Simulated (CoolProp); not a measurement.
Vapour-liquid equilibrium of R143a (1) + R152A (2) at 561 kPa; x and y are mole fractions of (1).

Computed with CoolProp (multi-fluid Helmholtz-energy mixture model, Lemmon and Jacobsen 2000 and Outcalt 1996; pair parameters Bell 2016).

```csv
x,bubble temperature (K),y at the bubble point,dew temperature at overall composition x (K),liquid density (mol/L)
0.05,293.8,0.105,295.0,?
0.2,287.9,0.351,291.6,?
0.35,283.3,0.529,287.9,13.28
0.5,279.5,?,284.1,13.06
0.65,276.2,0.781,280.0,12.84
0.8,?,?,275.7,12.61
0.95,270.8,?,271.4,?
```

Q: What belongs in the gaps?

A: 
- 0.05, liquid density (mol/L): 13.65
- 0.2, liquid density (mol/L): 13.48
- 0.5, y at the bubble point: 0.667
- 0.8, bubble temperature (K): 273.4
- 0.8, y at the bubble point: 0.880
- 0.95, y at the bubble point: 0.971
- 0.95, liquid density (mol/L): 12.39

No azeotrope shows between x = 0.05 and 0.95.

Pair parameters are fitted to limited data, so mixtures are less certain than the pure fluids.
